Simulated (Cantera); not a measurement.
Cantera run:

```python
import numpy as np
import cantera as ct

gas_names = """
    CL CLO CL2 H HCL HOCL HO2 H2 H2O H2O2 O OH O2 O3
""".split()
cond_names = """
    H2O(s) H2O(L)
""".split()


def load(file, names, dense=False):
    # The tables refer to 1 bar. Condensed volumes are neglected.
    table = {s.name: s for s in ct.Species.list_from_file(file)}
    out = []
    for n in names:
        d = dict(table[n].input_data)
        d["thermo"] = dict(d["thermo"], **{"reference-pressure": 1e5})
        if dense:
            d["equation-of-state"] = {"model": "constant-volume", "density": "1e6 g/cm^3"}
        out.append(ct.Species.from_dict(d))
    return out


gas = ct.Solution(thermo="ideal-gas", species=load("nasa_gas.yaml", gas_names))
cond = {s.name: ct.Solution(thermo="fixed-stoichiometry", species=[s], name=s.name)
        for s in load("nasa_condensed.yaml", cond_names, dense=True)}
atoms = {
    'HCl': {'H': 1, 'CL': 1},
    'H2': {'H': 2},
    'O2': {'O': 2},
}
top_T = {}  # K; cautious upper limits of use, not melting points


def equilibrate(T, P, feed):
    n = {}
    for name, mol in feed.items():
        for a, k in atoms[name].items():
            n[a] = n.get(a, 0.0) + k * mol
    gas.TPX = T, P, n
    mass = sum(n.values()) * gas.mean_molecular_weight
    gas.equilibrate("TP")
    valid = [c for c in cond.values() if c.min_temp <= T <= top_T.get(c.name, c.max_temp)]
    mix = ct.Mixture([(gas, mass / gas.mean_molecular_weight)] + [(c, 0.0) for c in valid])
    mix.T, mix.P = T, P
    mix.equilibrate("TP", solver="vcs", rtol=1e-11, max_steps=5000)
    return mix


results = []
T = 3548  # K
P = 110000  # Pa
for m in [1.2, 1.3, 1.6, 1.8, 2.1, 2.5, 2.9, 3.4, 4, 4.7, 5.4, 6.4, 7.4]:
    feed = {'HCl': 1, 'H2': 1.5, 'O2': m}  # mol
    mix = equilibrate(T, P, feed)
    results.append((T, P, feed, dict(zip(mix.species_names, mix.species_moles))))

top = {s: max(r[3][s] / sum(r[3][g] for g in gas_names) for r in results) for s in gas_names}
cols = sorted((s for s in top if top[s] > 0.001), key=lambda s: -top[s])[:9]
seen = [c for c in cond_names if any(r[3].get(c, 0) > 1e-12 for r in results)]
print("log10 of partial pressures in bar; condensed amounts in mol")
print(f"{'n(O2)':>10s}" + "".join(f"{s[:9]:>10s}" for s in cols + seen))
for T, P, feed, n in results:
    ng = sum(n[g] for g in gas_names)
    print(f"{feed['O2']:10.4g}" + "".join(f"{np.log10(max(n[s] / ng * P / 1e5, 1e-99)):10.3f}" for s in cols)
          + "".join(f"{n.get(c, 0):10.4g}" for c in seen))
```

Output:

```
log10 of partial pressures in bar; condensed amounts in mol
     n(O2)        O2         O         H        OH       H2O        CL        H2       HCL
       1.2    -1.112    -0.811    -0.654    -0.865    -0.829    -0.856    -0.944    -0.967
       1.3    -1.059    -0.785    -0.669    -0.853    -0.833    -0.862    -0.974    -0.987
       1.6    -0.933    -0.722    -0.710    -0.831    -0.852    -0.879    -1.056    -1.046
       1.8    -0.869    -0.690    -0.734    -0.823    -0.868    -0.892    -1.104    -1.083
       2.1    -0.792    -0.651    -0.767    -0.817    -0.895    -0.911    -1.170    -1.134
       2.5    -0.714    -0.612    -0.805    -0.817    -0.932    -0.935    -1.246    -1.197
       2.9    -0.656    -0.583    -0.839    -0.821    -0.970    -0.960    -1.313    -1.255
       3.4    -0.599    -0.555    -0.876    -0.830    -1.016    -0.988    -1.387    -1.320
         4    -0.548    -0.529    -0.915    -0.843    -1.068    -1.021    -1.465    -1.392
       4.7    -0.503    -0.507    -0.954    -0.861    -1.125    -1.056    -1.544    -1.466
       5.4    -0.469    -0.490    -0.990    -0.879    -1.178    -1.088    -1.615    -1.534
       6.4    -0.432    -0.471    -1.034    -0.904    -1.248    -1.130    -1.703    -1.621
       7.4    -0.403    -0.457    -1.073    -0.929    -1.312    -1.168    -1.781    -1.698
```

These are equilibrium values from Cantera (NASA tables, ideal gas, pure condensed phases), not measurements of a reactor.
